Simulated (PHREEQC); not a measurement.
A column of 0.1 m (30 cells, dispersivity 0.0035 m, 60 s a shift, diffusion coefficient 3e-10 m²/s) holds 0.0099 eq of the database's cation exchanger X per kg of pore water, first in equilibrium with 0.033 mol/kgw LiCl, 0.021 mol/kgw NH4Cl and 1e-05 mol/kgw HCl. It is flushed with 0.0067 mol/kgw LiCl, 0.023 mol/kgw NaCl and 1e-05 mol/kgw HCl, at 25 °C. Values are for the last cell. CO2 from the air is kept out. Nothing may precipitate in this run.

All values are PHREEQC results (ion-association model, phreeqc.dat), not measurements.

**Question.** Predict NH4 in solution (mol/kgw) at pore volumes = 2.217, 2.617.

**Answer.** 
```tsv
pore volumes	NH4 in solution (mol/kgw)
2.217	0.00217
2.617	0.00119
```

Complexes and solids missing from the database can't appear.
